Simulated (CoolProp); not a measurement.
Vapour-liquid equilibrium of R113 (1) + n-hexane (2) at 0.00382 MPa; x and y are mole fractions of (1).

Computed with CoolProp (multi-fluid Helmholtz-energy mixture model, Marx 1992 and Thol 2019; pair parameters Bell 2016).

Question: Give the bubble temperature and the first vapour's composition at x = 0.425, 0.575, 0.95. Is there an azeotrope?

Answer: x = 0.425: 253.5 K, y = 0.687; x = 0.575: 251.6 K, y = 0.779; x = 0.95: 248.3 K, y = 0.972. No azeotrope shows between x = 0.05 and 0.95.

Pair parameters are fitted to limited data, so mixtures are less certain than the pure fluids.
